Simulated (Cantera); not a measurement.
Cantera run:

```python
import numpy as np
import cantera as ct

gas_names = """
    CL CLF CLF3 CLO CL2 F FO FO2 F2 F2O N NF NF2 NF3 NO NO2 NO3 N2 N2O O O2 O3 Si SiCL SiCL2 SiCL3 SiCL4
    SiF SiF2 SiF3 SiF4 SiN SiO SiO2 Si2 Si2N Si3
""".split()
cond_names = """
    Si(cr) Si(L) SiO2(Lqz) SiO2(hqz) SiO2(L) Si2N2O(s) Si3N4(a)
""".split()


def load(file, names, dense=False):
    # The tables refer to 1 bar. Condensed volumes are neglected.
    table = {s.name: s for s in ct.Species.list_from_file(file)}
    out = []
    for n in names:
        d = dict(table[n].input_data)
        d["thermo"] = dict(d["thermo"], **{"reference-pressure": 1e5})
        if dense:
            d["equation-of-state"] = {"model": "constant-volume", "density": "1e6 g/cm^3"}
        out.append(ct.Species.from_dict(d))
    return out


gas = ct.Solution(thermo="ideal-gas", species=load("nasa_gas.yaml", gas_names))
cond = {s.name: ct.Solution(thermo="fixed-stoichiometry", species=[s], name=s.name)
        for s in load("nasa_condensed.yaml", cond_names, dense=True)}
atoms = {
    'SiO2': {'Si': 1, 'O': 2},
    'F2': {'F': 2},
    'N2': {'N': 2},
    'Cl2': {'CL': 2},
}
top_T = {'Si2N2O(s)': 2100, 'Si3N4(a)': 2400}  # K; cautious upper limits of use, not melting points


def equilibrate(T, P, feed):
    n = {}
    for name, mol in feed.items():
        for a, k in atoms[name].items():
            n[a] = n.get(a, 0.0) + k * mol
    gas.TPX = T, P, n
    mass = sum(n.values()) * gas.mean_molecular_weight
    gas.equilibrate("TP")
    valid = [c for c in cond.values() if c.min_temp <= T <= top_T.get(c.name, c.max_temp)]
    mix = ct.Mixture([(gas, mass / gas.mean_molecular_weight)] + [(c, 0.0) for c in valid])
    mix.T, mix.P = T, P
    mix.equilibrate("TP", solver="vcs", rtol=1e-11, max_steps=5000)
    return mix


results = []
feed = {'SiO2': 1, 'F2': 12, 'N2': 10, 'Cl2': 12}  # mol
P = 2.6  # Pa
for T in [850, 950, 1050, 1150, 1250, 1350, 1450, 1550, 1650, 1750]:
    mix = equilibrate(T, P, feed)
    results.append((T, P, feed, dict(zip(mix.species_names, mix.species_moles))))
    x = sorted(zip(gas.X, gas.species_names), reverse=True)
    print(f"T = {T:g} K  P = {P:g} Pa  gas = {mix.phase_moles(0):.4g} mol")
    print("   x: " + "  ".join(f"{s} {v:.3e}" for v, s in x if v > 1e-06))
    print("   condensed (mol): " + ("  ".join(f"{mix.phase(i).name} {mix.phase_moles(i):.4g}"
          for i in range(1, mix.n_phases) if mix.phase_moles(i) > 1e-12) or "none"))
```

Output:

```
T = 850 K  P = 2.6 Pa  gas = 34.08 mol
   x: CLF 5.831e-01  N2 2.934e-01  CL2 5.982e-02  SiF4 2.934e-02  O2 2.934e-02  F 3.629e-03  CL 1.339e-03  F2 1.164e-06  NO 1.025e-06
   condensed (mol): none
T = 950 K  P = 2.6 Pa  gas = 34.56 mol
   x: CLF 5.548e-01  N2 2.893e-01  CL2 6.533e-02  SiF4 2.893e-02  O2 2.893e-02  F 2.380e-02  CL 8.869e-03  F2 4.338e-06  NO 3.944e-06
   condensed (mol): none
T = 1050 K  P = 2.6 Pa  gas = 36.42 mol
   x: CLF 4.596e-01  N2 2.746e-01  F 8.956e-02  CL2 7.801e-02  CL 4.339e-02  SiF4 2.746e-02  O2 2.745e-02  NO 1.127e-05  F2 8.422e-06  CLO 2.002e-06
   condensed (mol): none
T = 1150 K  P = 2.6 Pa  gas = 41.33 mol
   x: CLF 2.781e-01  N2 2.419e-01  F 2.058e-01  CL 1.490e-01  CL2 7.678e-02  SiF4 2.419e-02  O2 2.418e-02  NO 2.468e-05  F2 8.567e-06  CLO 5.141e-06
   condensed (mol): none
T = 1250 K  P = 2.6 Pa  gas = 49.14 mol
   x: CL 3.082e-01  F 3.079e-01  N2 2.035e-01  CLF 9.907e-02  CL2 4.056e-02  SiF4 2.035e-02  O2 2.032e-02  NO 4.461e-05  CLO 8.034e-06  F2 4.791e-06  O 1.935e-06
   condensed (mol): none
T = 1350 K  P = 2.6 Pa  gas = 54.16 mol
   x: CL 3.978e-01  F 3.466e-01  N2 1.846e-01  CLF 2.273e-02  SiF4 1.847e-02  O2 1.842e-02  CL2 1.132e-02  NO 7.763e-05  O 1.123e-05  CLO 8.356e-06  F2 1.856e-06
   condensed (mol): none
T = 1450 K  P = 2.6 Pa  gas = 55.57 mol
   x: CL 4.214e-01  F 3.549e-01  N2 1.799e-01  SiF4 1.799e-02  O2 1.790e-02  CLF 5.008e-03  CL2 2.714e-03  NO 1.325e-04  O 5.269e-05  CLO 7.549e-06
   condensed (mol): none
T = 1550 K  P = 2.6 Pa  gas = 55.89 mol
   x: CL 4.267e-01  F 3.566e-01  N2 1.788e-01  SiF4 1.789e-02  O2 1.768e-02  CLF 1.267e-03  CL2 7.227e-04  NO 2.143e-04  O 2.041e-04  CLO 6.686e-06
   condensed (mol): none
T = 1650 K  P = 2.6 Pa  gas = 55.99 mol
   x: CL 4.279e-01  F 3.569e-01  N2 1.785e-01  SiF4 1.786e-02  O2 1.736e-02  O 6.692e-04  CLF 3.738e-04  NO 3.262e-04  CL2 2.218e-04  CLO 5.933e-06
   condensed (mol): none
T = 1750 K  P = 2.6 Pa  gas = 56.04 mol
   x: CL 4.280e-01  F 3.568e-01  N2 1.782e-01  SiF4 1.784e-02  O2 1.666e-02  O 1.894e-03  NO 4.675e-04  CLF 1.261e-04  CL2 7.737e-05  CLO 5.254e-06
   condensed (mol): none
```

Method: chemical equilibrium by Gibbs-energy minimisation in Cantera with the NASA 1993 tables (ideal gas, pure condensed phases).
